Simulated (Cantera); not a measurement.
## Si + HCl + H₂ + Cl₂ (chlorosilane synthesis and conversion)

Input: 1 mol Si, a varied amount of HCl, 5.5 mol H₂, 1.4 mol Cl₂, held at 923 K and 5.70 bar.

Cantera equilibrium calculation (NASA polynomials, part measured and part estimated; ideal gas, pure solids and liquids). Candidate condensed phases: Si; 19 gas species. The tables' values for SiCl₃ are old estimates; treat these amounts as uncertain. Kinetics and transport are ignored.

```csv
n(HCl) (mol),log p H₂,log p HCl,log p SiCl₄,log p SiHCl₃,log p SiH₂Cl₂,log p SiCl₃,n Si(s)
0.63,0.68,-1.73,-0.37,-0.41,-1.46,-2.97,0.0142
1.1,0.68,-1.12,-0.18,-0.82,-2.48,-3.39,0
1.6,0.66,-0.47,-0.14,-1.46,-3.78,-4.01,0
2,0.64,-0.22,-0.15,-1.73,-4.32,-4.28,0
2.5,0.62,-0.05,-0.18,-1.96,-4.75,-4.49,0
3,0.59,0.06,-0.20,-2.12,-5.05,-4.64,0
3.5,0.57,0.15,-0.22,-2.25,-5.28,-4.76,0
3.9,0.55,0.20,-0.24,-2.33,-5.44,-4.84,0
4.4,0.53,0.25,-0.26,-2.43,-5.61,-4.92,0
4.9,0.51,0.29,-0.28,-2.51,-5.75,-4.99,0
5.4,0.49,0.33,-0.30,-2.59,-5.88,-5.06,0
```
log p: log10 of the partial pressure in bar; n: condensed amount in mol.

At 0.63 mol HCl the condensed part is Si(s). From 1.1 mol HCl to 5.4 mol HCl nothing is condensed. The main Si-bearing gas is SiCl₄ throughout.
